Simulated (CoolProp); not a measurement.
A single-stage vapour-compression cycle with R227EA: evaporating at 231.15 K (dew point), condensing at 278.15 K (bubble point), superheat 10 K, subcooling 5 K, compressor efficiency 0.65, no pressure losses. Each further row changes one setting.

The numbers come from the reference Helmholtz-energy equation of state, Lemmon 2016 in CoolProp.

```csv
case,cooling COP,pressure ratio,discharge temperature (K),refrigerating effect (kJ/kg),volumetric capacity (kJ/m³)
as stated,2.65,8.15,297.3,104,259
evaporating temperature 236.15 K,3.12,6.21,295.5,108,345
condensing temperature 273.15 K,3.07,6.79,292.3,110,273
subcooling 10 K,2.79,8.15,297.3,110,273
superheat 20 K,2.71,8.15,308.0,111,265
compressor efficiency 0.55,2.24,8.15,305.8,104,259
```
